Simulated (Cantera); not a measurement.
Charge: 1 mol PbCl2, 3.3 mol N2, held at 10.0 Torr.

Method: chemical equilibrium by Gibbs-energy minimisation in Cantera with the NASA 1993 tables (ideal gas, pure condensed phases). Candidate condensed phases: Pb, PbCl2; 9 gas species. The tables' values for PbCl4 are old estimates; treat these amounts as uncertain. Kinetics and transport are ignored. All values below are at 1375 K.

Base state: N2 0.767, PbCl2 0.176, PbCl 0.0368, PbCl4 0.0192, Pb 0.000934, Cl 0.000306 (mole fractions); condensed: gas only.

**Question.** What changes in the equilibrium state with this change: PbCl2 replaced by MgCl2?

**Answer.** 
```tsv
species	before	after
N2	0.767	0.767
MgCl2	0	0.233
Cl	0.000306	9.06e-6
PbCl2	0.176	0
PbCl	0.0368	0
PbCl4	0.0192	0
Pb	0.000934	0
```
Further candidate phases: Mg, MgCl2.
